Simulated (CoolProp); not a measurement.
Model: reference Helmholtz-energy equation of state, Setzmann 1991, in CoolProp.

Q: For methane, give the phase and the viscosity (µPa s), Prandtl number at 382.5 K and 1010 kPa.

A: 
- 382.5 K and 1010 kPa: gas; viscosity 13.9, Prandtl number 0.731

Viscosity comes from a separate model (Quiñones-Cisneros 2006). Thermal conductivity comes from a separate model (Friend 1989).
